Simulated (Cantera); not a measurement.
Input: 1 mol Si, 1.3 mol HCl, 18 mol H₂, 1.4 mol Cl₂, held at 1273 K and 140000 Pa.

Method: chemical equilibrium by Gibbs-energy minimisation in Cantera with the NASA 1993 tables (ideal gas, pure condensed phases). Candidate condensed phases: Si; 19 gas species. The tables' values for SiCl₃ are old estimates; treat these amounts as uncertain. The numbers say what is thermodynamically allowed, not how fast it happens.

Base state: H₂ 0.907, HCl 0.0437, SiCl₄ 0.0209, SiHCl₃ 0.0173, SiCl₂ 0.00544, SiCl₃ 0.00416, SiH₂Cl₂ 0.00199, SiH₃Cl 6.37e-5 (mole fractions); condensed: Si(s).

**Question.** What changes in the equilibrium state with this change: pressure from 140000 Pa to 1400000 Pa?

**Answer.** 
```tsv
species	before	after
H₂	0.907	0.912
HCl	0.0437	0.0371
SiCl₄	0.0209	0.0227
SiHCl₃	0.0173	0.0223
SiCl₂	0.00544	0.000825
SiCl₃	0.00416	0.00169
Si(s), mol	0.0105	0
```
